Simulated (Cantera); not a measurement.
A counterflow diffusion flame at 1.00 bar, nozzles 20 mm apart: fuel side CH4 : CO = 1 : 0.76 (molar parts) at 400 K, oxidiser side O2 : N2 = 0.27 : 0.73 (molar parts) at 300 K, fuel mass flux 0.69 times the oxidiser's; mixture-averaged transport, no radiation.

Cantera simulation using GRI-Mech 3.0 (53 species, 325 reactions); the numbers are that mechanism's predictions, not measurements. GRI-Mech 3.0 has no aromatics or soot, which form on the fuel side of real flames. The maximum strain rate includes the flame's own expansion and is several times the mean.

x: mole fraction; the columns are a selection and need not sum to one.

```tsv
oxidiser flux (kg/m²/s)	max strain (1/s)	mean strain (1/s)	T max (K)	peak x OH	peak x H	peak x NO	peak x CO	peak x C2H2
0.25	149	24.2	2283	0.0116	0.00510	0.000446	0.432	0.0143
0.37	207	35.9	2258	0.0117	0.00545	0.000397	0.432	0.0136
0.54	…	52.4	2237	0.0117	0.00579	…	0.432	0.0130
0.8	406	77.6	2217	0.0116	0.00613	0.000317	0.432	0.0123
1.2	586	116	2199	0.0116	0.00651	0.000280	0.432	0.0117
1.7	804	165	2181	0.0114	0.00680	0.000245	0.432	0.0110
2.5	1150	242	2158	0.0111	0.00706	0.000205	0.432	0.0103
3.7	1650	359	2131	0.0106	0.00724	0.000162	0.432	0.00937
5.5	…	533	2096	0.00988	0.00722	…	0.432	…
```

Problem. Complete the blanks.

Solution. 
- 0.54, max strain (1/s): 287
- 0.54, peak x NO: 0.000356
- 5.5, max strain (1/s): 2380
- 5.5, peak x NO: 0.000116
- 5.5, peak x C2H2: 0.00808
